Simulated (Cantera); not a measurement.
What does this Cantera script print?

```python
import numpy as np
import cantera as ct

gas_names = """
    H HNO HNO2 HNO3 HO2 H2 H2O H2O2 N NH NH2 NH3 NH2OH NO NO2 NO3 N2 N2H2 N2H4 N2O O OH O2 O3 Si SiH
    SiH2 SiH3 SiH4 SiN SiO SiO2 Si2 Si2N Si3
""".split()
cond_names = """
    H2O(s) H2O(L) Si(cr) Si(L) SiO2(Lqz) SiO2(hqz) SiO2(L) Si2N2O(s) Si3N4(a)
""".split()


# ... load() reads the species with a 1 bar reference pressure and builds the phases ...
atoms = {
    'Si3N4': {'Si': 3, 'N': 4},
    'H2O': {'H': 2, 'O': 1},
    'N2': {'N': 2},
}
top_T = {'Si2N2O(s)': 2100, 'Si3N4(a)': 2400}  # K; cautious upper limits of use, not melting points


# ... equilibrate(T, P, feed) seeds the gas with the atoms and calls Mixture.equilibrate('TP', solver="vcs", rtol=1e-11, max_steps=5000) ...
results = []
feed = {'Si3N4': 1, 'H2O': 0.045, 'N2': 12}  # mol
T = 1675  # K
P = 250  # Pa
mix = equilibrate(T, P, feed)
results.append((T, P, feed, dict(zip(mix.species_names, mix.species_moles))))
x = sorted(zip(gas.X, gas.species_names), reverse=True)
print(f"T = {T:g} K  P = {P:g} Pa  gas = {mix.phase_moles(0):.4g} mol")
print("   x: " + "  ".join(f"{s} {v:.3e}" for v, s in x if v > 0.001))
print("   condensed (mol): " + ("  ".join(f"{mix.phase(i).name} {mix.phase_moles(i):.4g}"
      for i in range(1, mix.n_phases) if mix.phase_moles(i) > 1e-12) or "none"))
```

It prints:

```
T = 1675 K  P = 250 Pa  gas = 12.12 mol
   x: N2 9.924e-01  SiO 3.712e-03  H2 3.642e-03
   condensed (mol): Si3N4(a) 0.9846
```

Equilibrium computed with Cantera from the NASA thermochemical tables; the gas is ideal and each condensed phase is pure.
